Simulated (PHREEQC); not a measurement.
A solution holds 0.23 mmol/kgw PbCl2 and 22 mmol/kgw HBF4, at 20 °C. Closed to the air; pH follows from the charge balance.

Computed with PHREEQC (ion-association model, wateq4f.dat).

| Item | Value |
|---|---|
| pH | 1.74 |
| ionic strength | 0.0213 mol/kgw |
| total alkalinity | -88.0 meq/kg |

```
species  molality  activity   log γ
-------  --------  --------  ------
H+         0.0206    0.0183  -0.052
BF4-       0.0193    0.0165  -0.066
HF        0.00739   0.00743   0.002
H3BO3     0.00174   0.00175   0.002
BF3OH-   0.000867  0.000745  -0.066
Cl-      0.000458  0.000396  -0.063
F-       0.000342  0.000296  -0.063
Pb+2     0.000227  0.000129  -0.245
```

Precipitation was switched off in this run. Real BF4- forms and hydrolyses slowly; the run takes it at equilibrium.
